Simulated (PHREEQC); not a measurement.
A solution holds 0.0043 mol/kgw ZnSO4, 0.16 mol/kgw H3BO3 and 0.0033 mol/kgw FeSO4, at 47 °C. Closed to the air; pH follows from the charge balance.

Equilibrium calculation in PHREEQC: ion-association model, wateq4f.dat.

```tsv
quantity	before	after
pH	5.00	4.98
ionic strength (mol/kgw)	0.0209	0.0127
SO4-2 (mol/kgw)	0.00516	0.00315
HSO4- (mol/kgw)	5.51e-6	3.84e-6
```

Which change was made?
A) H3BO3 left out
B) diluted 5-fold with water
C) ZnSO4 replaced by H2SO4 at the same molality
D) FeSO4 left out

D, FeSO4 left out

This is a speciation only: nothing precipitates in the calculation. At this temperature some constants are extrapolated from 25 °C, and those without enthalpy data are left unchanged.
